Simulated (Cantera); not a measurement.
**FeS₂ + H₂ + H₂O (hydrogen reduction and annealing atmospheres)**

Input: 1 mol FeS₂, 590 mol H₂, 1.5 mol H₂O, held at 773.15 K and 110000 Pa.

These are equilibrium values from Cantera (NASA tables, ideal gas, pure condensed phases), not measurements of a reactor. Candidate condensed phases: Fe, FeO, Fe(OH)₂, Fe(OH)₃, FeS, FeSO₄, FeS₂, Fe₂O₃, Fe₂(SO₄)₃, Fe₃O₄, H₂O, H₂SO₄, S; 22 gas species. FeS: taken at fixed stoichiometry. Kinetics and transport are ignored.

```json
{
 "x(H₂)": "0.996",
 "x(H₂O)": "0.00254",
 "x(H₂S)": "0.00169",
 "n(FeS(s))": "1.00 mol",
 "gas_amount": "591.5 mol",
 "log10 activity of Fe(α) (absent)": "-1.19",
 "log10 activity of S(l) (absent)": "-5.82",
 "log10 activity of Fe(OH)₂(s) (absent)": "-9.35"
}
```
